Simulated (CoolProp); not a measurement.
Cyclopropane along the isobar 0.665 MPa: density (kg/m³) from the reference equation and from simpler models built on Tc = 398.7 K, pc = 5.605 MPa, ω = 0.131; each cubic takes its own stable root.

The numbers come from the reference Helmholtz-energy equation of state, Polt 1992 in CoolProp. This equation is an older, rougher fit.

```
T (K)  phase  reference
-----  -----  ---------
299.7    gas      12.70
314.1    gas      11.86
328.6    gas      11.15
343      gas      10.55
357.5    gas      10.02
371.9    gas      9.555
386.3    gas      9.138
400.8    gas      8.759
415.2    gas      8.417
429.7    gas      8.101
444.1    gas      7.813
458.6    gas      7.545
473      gas      7.298
```

Q: How far does each simpler model (ideal gas, van der Waals, Redlich-Kwong, Peng-Robinson) lie from the reference over these 13 states: mean and median of the absolute difference, and the worst?

A: 
- ideal gas: mean 5.5 %, median 4.7 %, worst -11.6 % at 299.7 K and 0.665 MPa
- van der Waals: mean 1.3 %, median 0.8 %, worst -4.5 % at 299.7 K and 0.665 MPa
- Redlich-Kwong: mean 0.4 %, median 0.1 %, worst -2.0 % at 299.7 K and 0.665 MPa
- Peng-Robinson: mean 0.4 %, median 0.4 %, worst -0.9 % at 299.7 K and 0.665 MPa
